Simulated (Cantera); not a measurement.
Mixture: 9.08 % CH3OH, 16.4 % O2, 61.8 % N2, 12.7 % H2O, at 700000 Pa, adiabatic and at constant pressure. Ignition delay is the time to a rise of 400 K.

Computed with Cantera and GRI-Mech 3.0 (53 species, 325 reactions). GRI-Mech 3.0 was tuned for natural gas; its chemistry of methanol as a main component is partial and can be far from experiment.

Question: Predict: delay at 1025 K; delay at 1175 K; delay at 1325 K; delay at 1475 K; apparent activation energy between 1400 and 1550 K.

Answer: 
- delay at 1025 K = 54.2 ms
- delay at 1175 K = 2.55 ms
- delay at 1325 K = 0.246 ms
- delay at 1475 K = 42.1 µs
- apparent activation energy between 1400 and 1550 K = 180 kJ/mol
